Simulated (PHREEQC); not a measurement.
Na2CO3 is added in steps, without added water, to 1 kg of water holding 0.0025 mol/kgw CuCl2 and 5e-05 mol/kgw NaCl, at 25 °C. O2 is buffered at 0.21 atm. CO2 from the air is kept out. Precipitation was switched off in this run.

Base run: PHREEQC, ion-association model, wateq4f.dat. Each further column changes one thing. The table gives Cu+2 (mol/kgw).

```json
[
 {"Na2CO3 added (mol)": "0", "base": "0.00247", "metal-ligand complexes left out": "0.00249", "Debye-Hückel limiting law": "0.00247", "Davies equation for every ion": "0.00247"},
 {"Na2CO3 added (mol)": "0.00064", "base": "0.00159", "metal-ligand complexes left out": "0.00164", "Debye-Hückel limiting law": "0.00160", "Davies equation for every ion": "0.00159"},
 {"Na2CO3 added (mol)": "0.00128", "base": "0.000955", "metal-ligand complexes left out": "0.00105", "Debye-Hückel limiting law": "0.000964", "Davies equation for every ion": "0.000959"},
 {"Na2CO3 added (mol)": "0.00192", "base": "0.000517", "metal-ligand complexes left out": "0.000642", "Debye-Hückel limiting law": "0.000526", "Davies equation for every ion": "0.000521"},
 {"Na2CO3 added (mol)": "0.00256", "base": "0.000245", "metal-ligand complexes left out": "0.000375", "Debye-Hückel limiting law": "0.000251", "Davies equation for every ion": "0.000247"},
 {"Na2CO3 added (mol)": "0.0032", "base": "9.59e-5", "metal-ligand complexes left out": "0.000207", "Debye-Hückel limiting law": "9.99e-5", "Davies equation for every ion": "9.74e-5"},
 {"Na2CO3 added (mol)": "0.00384", "base": "2.77e-5", "metal-ligand complexes left out": "0.000102", "Debye-Hückel limiting law": "2.94e-5", "Davies equation for every ion": "2.82e-5"},
 {"Na2CO3 added (mol)": "0.00448", "base": "4.31e-6", "metal-ligand complexes left out": "3.48e-5", "Debye-Hückel limiting law": "4.73e-6", "Davies equation for every ion": "4.42e-6"},
 {"Na2CO3 added (mol)": "0.00512", "base": "2.48e-7", "metal-ligand complexes left out": "7.98e-7", "Debye-Hückel limiting law": "2.88e-7", "Davies equation for every ion": "2.57e-7"},
 {"Na2CO3 added (mol)": "0.00576", "base": "3.48e-8", "metal-ligand complexes left out": "3.58e-8", "Debye-Hückel limiting law": "4.20e-8", "Davies equation for every ion": "3.63e-8"},
 {"Na2CO3 added (mol)": "0.0064", "base": "1.27e-8", "metal-ligand complexes left out": "1.15e-8", "Debye-Hückel limiting law": "1.57e-8", "Davies equation for every ion": "1.33e-8"}
]
```

In at least one series the solution becomes supersaturated in solids that the run did not let form, among them Cu(OH)2, Malachite, Atacamite. The database's constant for dissolved Cu(OH)2 is higher than later reviews accept.
